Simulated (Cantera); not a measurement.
An isothermal, constant-pressure homogeneous reactor starts with 32.2 % CH4, 61.1 % H2O, 6.75 % N2, at 1723 K and 1.48 atm.

Computed with Cantera and GRI-Mech 3.0 (53 species, 325 reactions).

x: mole fraction; the columns are a selection and need not sum to one.

| t (s) | x CH4 | x H2O | x H | x CO2 | x HO2 | x OH | x C2H4 |
|---|---|---|---|---|---|---|---|
| 0.000400 | 0.287 | 0.601 | 1.45e-5 | 1.51e-6 | 1.07e-12 | 1.05e-5 | 0.00807 |
| 0.00142 | 0.219 | 0.566 | 3.37e-5 | 3.61e-5 | <1e-12 | 8.64e-6 | 0.00815 |
| 0.00503 | ___ | ___ | ___ | ___ | <1e-12 | ___ | ___ |
| 0.0178 | 0.0609 | 0.461 | 8.11e-5 | 0.00299 | <1e-12 | 6.37e-6 | 0.00202 |
| 0.0632 | 0.0327 | 0.386 | 9.77e-5 | 0.0109 | <1e-12 | 5.12e-6 | 0.00187 |
| 0.224 | 0.0228 | 0.287 | 0.000106 | 0.0166 | <1e-12 | 3.42e-6 | 0.00121 |
| 0.795 | 0.0120 | 0.203 | 0.000112 | 0.0159 | <1e-12 | 2.24e-6 | 0.000384 |
| 2.82 | 0.00294 | 0.167 | 0.000115 | 0.0143 | <1e-12 | 1.78e-6 | 2.35e-5 |
| 10.0 | ___ | 0.162 | 0.000116 | 0.0140 | <1e-12 | 1.72e-6 | ___ |

Problem. Fill in the missing entries.

Solution. 
- 0.00503, x CH4: 0.131
- 0.00503, x H2O: 0.516
- 0.00503, x H: 5.74e-5
- 0.00503, x CO2: 0.000388
- 0.00503, x OH: 7.23e-6
- 0.00503, x C2H4: 0.00285
- 10.0, x CH4: 8.82e-5
- 10.0, x C2H4: 1.97e-8
